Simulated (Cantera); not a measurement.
Feed: 1 mol AlCl₃, a varied amount of NH₃, 6.2 mol N₂, held at 725 °C and 0.00200 bar.

Method: chemical equilibrium by Gibbs-energy minimisation in Cantera with the NASA 1993 tables (ideal gas, pure condensed phases). Candidate condensed phases: Al, AlCl₃, AlN, NH₄Cl; 20 gas species. Equilibrium is a limit: real reactors are often held back by kinetics, nucleation or transport.

Question: What share of the Al ends up in condensed phases as a function of n(NH₃) (mol), at 23, 31, 41, 56, 75, 100, 140, 180, 250, 330, 450?

Answer: 
| n(NH₃) (mol) | Al condensed (%) | as |
|---|---|---|
| 23 | 81.1 | AlN(s) |
| 31 | 86.8 | AlN(s) |
| 41 | 91.0 | AlN(s) |
| 56 | 94.5 | AlN(s) |
| 75 | 96.7 | AlN(s) |
| 100 | 98.0 | AlN(s) |
| 140 | 99.0 | AlN(s) |
| 180 | 99.4 | AlN(s) |
| 250 | 99.7 | AlN(s) |
| 330 | 99.8 | AlN(s) |
| 450 | 99.9 | AlN(s) |
